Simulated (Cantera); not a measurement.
Charge: 1 mol BF3, 94 mol H2, at 1623 K and 7.50 Torr.

Equilibrium computed with Cantera from the NASA thermochemical tables; the gas is ideal and each condensed phase is pure. Candidate condensed phases: B; 20 gas species. The tables' values for BF2 are old estimates; treat these amounts as uncertain. Equilibrium is a limit: real reactors are often held back by kinetics, nucleation or transport.

Base state: H2 0.982, HF 0.00664, BF3 0.00544, BF2 0.00218, BF 0.00158, BHF2 0.00129, H 0.000685 (mole fractions); condensed: gas only.

Question: What changes in the equilibrium state with this change: pressure from 7.50 Torr to 75.0 Torr?

Answer: 
```csv
species,before,after
H2,0.982,0.985
BF3,0.00544,0.00652
HF,0.00664,0.00443
BF,0.00158,0.000425
H,0.000685,0.000217
BHF2,0.00129,0.00232
BF2,0.00218,0.00124
```
